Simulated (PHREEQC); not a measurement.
Dissolve 0.0059 mol/kgw KOH and 0.0045 mol/kgw Na2CO3 at 25 °C. Closed to the air; pH follows from the charge balance.

Equilibrium calculation in PHREEQC: ion-association model, phreeqc.dat.

Precipitation was switched off in this run.

### Question
Order these C species by the share of C that they hold, largest first: CO3-2, NaCO3-, HCO3-.

### Answer
CO3-2 (89 %), NaCO3- (8.5 %), HCO3- (2.5 %)

The pH is 11.71 and the ionic strength 0.0185 mol/kgw. Complexes and solids missing from the database can't appear.
